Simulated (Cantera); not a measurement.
Input: 1 mol Si, 1.8 mol HF, held at 1000 K and 10000 Pa.

Equilibrium computed with Cantera from the NASA thermochemical tables; the gas is ideal and each condensed phase is pure. Candidate condensed phases: Si; 25 gas species. The tables' values for SiF₃ are old estimates; treat these amounts as uncertain. Kinetics and transport are ignored.

Base state: H₂ 0.660, SiF₄ 0.320, SiHF₃ 0.0196, SiH₂F₂ 0.000639, SiF₃ 0.000476, HF 2.32e-5 (mole fractions); condensed: Si(s).

Problem. What changes in the equilibrium state with this change: pressure from 10000 Pa to 100000 Pa?

Solution. 
```json
[
 {"species": "H₂", "before": "0.660", "after": "0.654"},
 {"species": "SiF₄", "before": "0.320", "after": "0.310"},
 {"species": "SiHF₃", "before": "0.0196", "after": "0.0340"},
 {"species": "SiH₃F", "before": "4.82e-6", "after": "2.65e-5"},
 {"species": "SiH₂F₂", "before": "0.000639", "after": "0.00197"},
 {"species": "SiF₃", "before": "0.000476", "after": "0.000262"},
 {"species": "HF", "before": "2.32e-5", "after": "1.29e-5"},
 {"species": "Si(s), mol", "before": "0.543", "after": "0.537"}
]
```
